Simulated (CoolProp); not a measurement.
Model: reference Helmholtz-energy equation of state, Wagner 2002, in CoolProp.

**Question.** Give the vapour pressure (MPa), vapour density (kg/m³), vapour viscosity (µPa s), liquid conductivity (mW/(m K)) of saturated water at 516, 565.1 K.

**Answer.** 
```
T (K)  p (MPa)  vapour density (kg/m³)  vapour viscosity (µPa s)  liquid conductivity (mW/(m K))
-----  -------  ----------------------  ------------------------  ------------------------------
516       3.52                    17.6                      17.2                             624
565.1     7.66                    40.4                      19.2                             565
```

Viscosity comes from a separate model (Huber 2009). Thermal conductivity comes from a separate model (Huber 2012).
